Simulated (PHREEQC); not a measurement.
A solution holds 0.028 mol HF, 0.045 mol NH4F and 0.00039 mol H2SO4 per kg of water, at 80 °C. Closed to the air; pH follows from the charge balance.

Model: ion-association model, phreeqc.dat, run in PHREEQC.

### Question
The ionic strength comes out as 0.0454 mol/kgw. What activity coefficients do SO4-2, F-, NH4+, NH4SO4-, HSO4- get?

### Answer
SO4-2 0.44, F- 0.80, NH4+ 0.79, NH4SO4- 0.81, HSO4- 0.81.

No solid was allowed to form. Constants without temperature data keep their 25 °C values here.
